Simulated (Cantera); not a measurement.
Feed: 1 mol CuO, 0.67 mol CH₄, 0.11 mol H₂, at 0.100 bar.

Cantera equilibrium calculation (NASA polynomials, part measured and part estimated; ideal gas, pure solids and liquids). Candidate condensed phases: C, C₆H₆, C₇H₈, C₈H₁₈, Cu, CuO, Cu(OH)₂, Cu₂O, H₂O; 113 gas species. Rates play no part. All values below are at 1950 K.

Base state: H₂ 0.529, CO 0.290, H₂O 0.134, Cu 0.0267, CO₂ 0.0168, H 0.00264, Cu₂ 9.27e-5, OH 6.09e-5 (mole fractions); condensed: Cu(l).

Q: What changes in the equilibrium state with this change: CuO replaced by MgO?

A: 
| species | before | after |
|---|---|---|
| H₂ | 0.529 | 0.517 |
| CO | 0.290 | 0.240 |
| Mg | 0 | 0.239 |
| H₂O | 0.134 | 0.000158 |
| Cu | 0.0267 | 0 |
| CO₂ | 0.0168 | 1.66e-5 |
| MgH | 0 | 0.000819 |
| Cu₂ | 9.27e-5 | 0 |
| MgOH | 0 | 1.17e-5 |
| Cu(l), mol | 0.941 | 0 |
| MgO(s), mol | 0 | 0.329 |
The tables' values for MgH are old estimates; treat these amounts as uncertain. Further candidate phases: Mg, MgCO₃, MgO, Mg(OH)₂.
